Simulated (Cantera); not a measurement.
# Carbon deposition, reforming and gasification: C3H6 + NH3

Feed: 1 mol C3H6, 1 mol NH3, equilibrated at 47.0 mbar.

Equilibrium computed with Cantera from the NASA thermochemical tables; the gas is ideal and each condensed phase is pure. Candidate condensed phases: C, C6H6, C7H8, C8H18; 110 gas species. Ions and electrons are included (thermal ionisation). The numbers say what is thermodynamically allowed, not how fast it happens.

At 3000 K the condensed part is C(graphite). From 3500 K to 5000 K nothing is condensed. The main C-bearing gas is C2H2 (acetylene) at 3000 K and C at 5000 K.

```json
[
 {"T (K)": "3000", "x H": "0.462", "x H2": "0.403", "x C": "0.00108", "x C3": "0.00664", "x N2": "0.0559", "x HCN": "0.0300", "x C2H2 (acetylene)": "0.0251", "x N": "1.52e-5", "x C2": "0.000674", "x CN": "0.00355", "x C2H": "0.00494", "n C(graphite)": "2.17"},
 {"T (K)": "3500", "x H": "0.740", "x H2": "0.0738", "x C": "0.0292", "x C3": "0.0614", "x N2": "0.0367", "x HCN": "0.0100", "x C2H2 (acetylene)": "0.00338", "x N": "0.000196", "x C2": "0.0149", "x CN": "0.0155", "x C2H": "0.0107", "n C(graphite)": "0"},
 {"T (K)": "4000", "x H": "0.757", "x H2": "0.0106", "x C": "0.134", "x C3": "0.0185", "x N2": "0.0319", "x HCN": "0.00133", "x C2H2 (acetylene)": "5.82e-5", "x N": "0.00146", "x C2": "0.0225", "x CN": "0.0199", "x C2H": "0.00203", "n C(graphite)": "0"},
 {"T (K)": "4500", "x H": "0.726", "x H2": "0.00207", "x C": "0.213", "x C3": "0.000841", "x N2": "0.0307", "x HCN": "0.000133", "x C2H2 (acetylene)": "5.25e-7", "x N": "0.00727", "x C2": "0.00735", "x CN": "0.0123", "x C2H": "0.000125", "n C(graphite)": "0"},
 {"T (K)": "5000", "x H": "0.714", "x H2": "0.000579", "x C": "0.229", "x C3": "2.88e-5", "x N2": "0.0248", "x HCN": "1.44e-5", "x C2H2 (acetylene)": "6.91e-9", "x N": "0.0241", "x C2": "0.00164", "x CN": "0.00568", "x C2H": "7.45e-6", "n C(graphite)": "0"}
]
```
x: gas mole fraction; n: condensed amount in mol.
